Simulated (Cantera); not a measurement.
Feed: 1 mol Si, 9.2 mol HF, 5.8 mol H₂, 1.5 mol F₂, at 1075 °C and 10.0 mbar.

Equilibrium computed with Cantera from the NASA thermochemical tables; the gas is ideal and each condensed phase is pure. Candidate condensed phases: Si; 25 gas species. The tables' values for SiF₃ are old estimates; treat these amounts as uncertain. Equilibrium is a limit: real reactors are often held back by kinetics, nucleation or transport.

Q: What is the equilibrium state?

A: 
| Quantity | Value |
|---|---|
| x(HF) | 0.529 |
| x(H₂) | 0.406 |
| x(SiF₄) | 0.0645 |
| x(SiF₃) | 2.62e-5 |
| x(H) | 1.47e-5 |
| x(SiHF₃) | 7.20e-6 |
| gas amount | 15.50 mol |
| log10 activity of Si(s) (absent) | -10.60 |
